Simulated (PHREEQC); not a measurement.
Dissolve 0.19 mol HF, 0.015 mol (CH3)4NF, 0.0044 mol H2SiF6 and 0.0093 mol H2SO4 per kg of water at 25 °C. Closed to the air; pH follows from the charge balance.

Model: ion-association model, wateq4f.dat, run in PHREEQC.

```
quantity                   before     after
------------------------  -------  --------
pH                           1.82      2.41
ionic strength (mol/kgw)   0.0419   0.00685
HF (mol/kgw)                0.119    0.0158
H2F2 (mol/kgw)             0.0370  0.000655
F- (mol/kgw)              0.00644   0.00298
SO4-2 (mol/kgw)           0.00501  0.000720
SI of Quartz (SiO2)         -7.93     -4.68
```

What was changed between the two runs?
(A) temperature from 25 to 50 °C
(B) temperature from 25 to 70 °C
(C) diluted 10-fold with water
(D) HF from 0.19 to 0.038 mol/kgw

C, diluted 10-fold with water

No solid was allowed to form. (CH3)4N+ isn't in the database: it is added as a free cation with an ion size of 4 Å. wateq4f.dat counts part of the HF as a dimer, H2F2, which phreeqc.dat doesn't know; its constant is uncertain. SiF6-2 is the database's only silicon fluoride.
